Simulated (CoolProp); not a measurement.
Computed with CoolProp (reference Helmholtz-energy equation of state, Thol 2015).

Q: For octamethylcyclotetrasiloxane (D4), give the phase and the Z, cp (kJ/(kg K)), isothermal compressibility (1/MPa), fugacity coefficient at 620 K and 0.404 MPa; 620 K and 0.472 MPa.

A: 
- 620 K and 0.404 MPa: gas; Z 0.910, cp 2.07, isothermal compressibility 2.73, fugacity coefficient 0.916
- 620 K and 0.472 MPa: gas; Z 0.894, cp 2.07, isothermal compressibility 2.39, fugacity coefficient 0.902
